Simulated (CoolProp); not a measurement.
Sulfur hexafluoride along the isotherm 28.35 °C: fugacity coefficient from the reference equation and from simpler models built on Tc = 45.6 °C, pc = 3.755 MPa, ω = 0.210; each cubic takes its own stable root.

Model: reference Helmholtz-energy equation of state, Guder 2009, in CoolProp.

| p (MPa) | phase | reference |
|---|---|---|
| 0.0178 | gas | 0.9981 |
| 0.0366 | gas | 0.9961 |
| 0.0751 | gas | 0.9920 |
| 0.154 | gas | 0.9836 |
| 0.317 | gas | 0.9662 |
| 0.65 | gas | 0.9310 |
| 1.34 | gas | 0.8585 |
| 2.74 | liquid | 0.6838 |
| 5.63 | liquid | 0.3764 |

Question: How far does each simpler model (van der Waals, Peng-Robinson) lie from the reference over these 9 states: mean and median of the absolute difference, and the worst?

Answer: 
- van der Waals: mean 3.9 %, median 0.5 %, worst +21.0 % at 28.35 °C and 5.63 MPa
- Peng-Robinson: mean 0.8 %, median 0.4 %, worst -2.1 % at 28.35 °C and 2.74 MPa

At some of these states van der Waals gives the other phase, because its saturation line lies elsewhere.
